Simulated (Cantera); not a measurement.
A freely propagating, adiabatic, planar premixed flame of CH₃OH : O₂ : N₂ : H₂O = 1 : 1 : 3.76 : 1.7 (molar parts), unburnt at 600 K and 1.50 bar; mixture-averaged transport, grid criteria slope 0.08 and curve 0.16, no radiation.

Model: GRI-Mech 3.0 (53 species, 325 reactions), integrated in Cantera. GRI-Mech 3.0 was tuned for natural gas; its chemistry of methanol as a main component is partial and can be far from experiment. Burning velocities carry a grid error of a few per cent, more on coarse grids.

Predict: laminar burning velocity; thermal thickness; peak x(CH₂O); peak x(HCN); peak x(CH₂CO).


```json
{
  "laminar_burning_velocity": "76.1 cm/s",
  "thermal_thickness": "0.265 mm",
  "peak x(CH₂O)": "0.00983",
  "peak x(HCN)": "2.29e-7",
  "peak x(CH₂CO)": "7.42e-6"
}
```
